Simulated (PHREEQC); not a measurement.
A made-up water analysis in mmol/kgw, 25 °C, pH 7.42, pe 9.7:

```csv
constituent,mmol/kgw
Na,6.82
K,0.0188
Ca,1.04
Mg,1.38
Cl,7.69
S(6),0.279
Alkalinity (meq/kgw),3.32
Si,0.0168
```

Valence states are taken as typed.

Computed with PHREEQC (ion-association model, phreeqc.dat).

No solid was allowed to form.

Q: Predict the specific conductance.

A: specific conductance 1240 µS/cm.

Q: In which forms is Mg present?

A: Mg+2 95 %, MgHCO3+ 2.3 %, MgSO4 2.0 % of the Mg.

Species that the database lacks are ignored.
